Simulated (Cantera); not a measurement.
A Cantera script and what it prints.

```python
import numpy as np
import cantera as ct

gas_names = """
    H HO2 H2 H2O H2O2 O OH O2 O3 Pb PbO Pb2
""".split()
cond_names = """
    H2O(s) H2O(L) Pb(cr) Pb(L) PbO(rd) PbO(yw) PbO(L) PbO2(s) Pb3O4(s)
""".split()


# ... load() reads the species with a 1 bar reference pressure and builds the phases ...
atoms = {
    'PbO': {'Pb': 1, 'O': 1},
    'O2': {'O': 2},
    'H2': {'H': 2},
}
top_T = {'Pb3O4(s)': 820}  # K; cautious upper limits of use, not melting points


# ... equilibrate(T, P, feed) seeds the gas with the atoms and calls Mixture.equilibrate('TP', solver="vcs", rtol=1e-11, max_steps=5000) ...
results = []
feed = {'PbO': 1, 'O2': 0.034, 'H2': 1.3}  # mol
T = 1525  # K
for P in [10, 68, 460, 3200, 22000, 150000, 1000000]:
    mix = equilibrate(T, P, feed)
    results.append((T, P, feed, dict(zip(mix.species_names, mix.species_moles))))

top = {s: max(r[3][s] / sum(r[3][g] for g in gas_names) for r in results) for s in gas_names}
cols = sorted((s for s in top if top[s] > 0.0001), key=lambda s: -top[s])[:9]
seen = [c for c in cond_names if any(r[3].get(c, 0) > 1e-12 for r in results)]
print("log10 of partial pressures in bar; condensed amounts in mol")
print(f"{'P/Pa':>10s}" + "".join(f"{s[:9]:>10s}" for s in cols + seen))
for T, P, feed, n in results:
    ng = sum(n[g] for g in gas_names)
    print(f"{P:10.4g}" + "".join(f"{np.log10(max(n[s] / ng * P / 1e5, 1e-99)):10.3f}" for s in cols)
          + "".join(f"{n.get(c, 0):10.4g}" for c in seen))
```

It prints:

```
log10 of partial pressures in bar; condensed amounts in mol
      P/Pa       H2O        Pb        H2       PbO         H        OH     Pb(L)
        10    -4.334    -4.363    -4.994    -7.050    -7.123    -7.972         0
        68    -3.502    -3.530    -4.161    -6.218    -6.706    -7.556         0
       460    -2.671    -2.700    -3.330    -5.388    -6.291    -7.141         0
      3200    -1.829    -1.858    -2.487    -4.546    -5.870    -6.719         0
   2.2e+04    -0.810    -1.507    -1.472    -4.192    -5.362    -6.208     0.785
   1.5e+05     0.082    -1.507    -0.581    -4.191    -4.917    -5.762    0.9724
     1e+06     0.913    -1.507     0.250    -4.191    -4.501    -5.346    0.9959
```

These are equilibrium values from Cantera (NASA tables, ideal gas, pure condensed phases), not measurements of a reactor.
